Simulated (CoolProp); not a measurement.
Sulfur dioxide along the isobar 10.7 MPa: Z from the reference equation and from simpler models built on Tc = 430.6 K, pc = 7.887 MPa, ω = 0.256; each cubic takes its own stable root.

Model: reference Helmholtz-energy equation of state, Gao 2016, in CoolProp.

```tsv
T (K)	phase	reference
422.1	liquid	0.2108
432.3	supercritical	0.2258
442.6	supercritical	0.2601
452.9	supercritical	0.3683
463.2	supercritical	0.4869
473.5	supercritical	0.5634
483.8	supercritical	0.6185
494.1	supercritical	0.6615
504.4	supercritical	0.6966
514.7	supercritical	0.7263
525	supercritical	0.7518
```

### Question
How far does each simpler model (van der Waals, Redlich-Kwong, Soave-Redlich-Kwong, Peng-Robinson) lie from the reference over these 11 states: mean and median of the absolute difference, and the worst?

### Answer
- van der Waals: mean 17.9 %, median 9.7 %, worst +51.1 % at 422.1 K and 10.7 MPa
- Redlich-Kwong: mean 8.4 %, median 4.2 %, worst +22.1 % at 432.3 K and 10.7 MPa
- Soave-Redlich-Kwong: mean 9.8 %, median 4.7 %, worst +24.1 % at 442.6 K and 10.7 MPa
- Peng-Robinson: mean 4.5 %, median 1.6 %, worst +14.0 % at 442.6 K and 10.7 MPa
